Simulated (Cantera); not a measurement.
Input (Python, Cantera):

```python
import numpy as np
import cantera as ct

gas = ct.Solution("gri30.yaml")
gas.TP = 300, 42000
flame = ct.CounterflowDiffusionFlame(gas, width=0.02)
flame.fuel_inlet.X, flame.fuel_inlet.T = {'CH4': 1, 'CO': 0.063}, 425
flame.oxidizer_inlet.X, flame.oxidizer_inlet.T = {'O2': 0.23, 'N2': 0.77}, 375
flame.set_refine_criteria(ratio=3, slope=0.12, curve=0.24, prune=0.03)
show = ['OH', 'H', 'NO', 'CO', 'C2H2']

rows = []
print(f"{'mdot':>8s}{'a_max':>10s}{'a_mean':>10s}{'Tmax/K':>9s}" + "".join(f"{s:>11s}" for s in show) + "   (peak mole fractions)")
for i, mdot in enumerate([0.1, 0.17, 0.26, 0.42, 0.67, 1.1, 1.7]):  # kg/m2/s on the oxidiser side
    flame.oxidizer_inlet.mdot, flame.fuel_inlet.mdot = mdot, 0.7 * mdot
    flame.solve(loglevel=0, auto=(i == 0))
    if flame.T.max() < max(425, 375) + 100:
        print(f"{mdot:8.3g}  no burning solution found from the previous one")
        break
    dT = np.abs(np.gradient(flame.T, flame.grid))
    rows.append([flame.strain_rate("max"), flame.strain_rate("mean"), flame.T.max(),
                 *(flame.X[gas.species_index(s)].max() for s in show), max(dT[0], dT[-1]) / dT.max()])
    print(f"{mdot:8.3g}{rows[-1][0]:10.1f}{rows[-1][1]:10.1f}{rows[-1][2]:9.1f}" + "".join(f"{x:11.3e}" for x in rows[-1][3:-1]))
```

Output:

```
    mdot     a_max    a_mean   Tmax/K         OH          H         NO         CO       C2H2   (peak mole fractions)
     0.1     163.1      30.4   2072.5  9.436e-03  6.906e-03  2.405e-04  6.924e-02  1.392e-02
    0.17     253.9      51.7   2046.1  9.027e-03  7.193e-03  1.991e-04  6.787e-02  1.287e-02
    0.26     365.4      79.1   2027.8  8.731e-03  7.421e-03  1.649e-04  6.748e-02  1.204e-02
    0.42     559.0     127.7   1998.2  8.160e-03  7.474e-03  1.210e-04  6.733e-02  1.066e-02
    0.67     853.0     203.7   1960.8  7.359e-03  7.214e-03  7.748e-05  6.789e-02  8.730e-03
     1.1    1335.7     334.5   1885.7  5.720e-03  5.978e-03  3.060e-05  6.883e-02  5.316e-03
     1.7  no burning solution found from the previous one
```

Cantera simulation using GRI-Mech 3.0 (53 species, 325 reactions); the numbers are that mechanism's predictions, not measurements. GRI-Mech 3.0 has no aromatics or soot, which form on the fuel side of real flames. The maximum strain rate includes the flame's own expansion and is several times the mean. A flux with no burning solution from the previous one only brackets extinction.
